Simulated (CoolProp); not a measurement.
The numbers come from the reference Helmholtz-energy equation of state, Lemmon 2005 in CoolProp.

### Question
Give the vapour pressure (kPa), liquid density (kg/m³), vapour Z, surface tension (mN/m) of saturated R125 at -30.75, -24.55 °C.

### Answer
```csv
T (°C),p (kPa),liquid density (kg/m³),vapour Z,surface tension (mN/m)
-30.75,221,1450,0.926,11.1
-24.55,284,1420,0.913,10.3
```

Surface tension comes from a separate correlation (Mulero 2012).
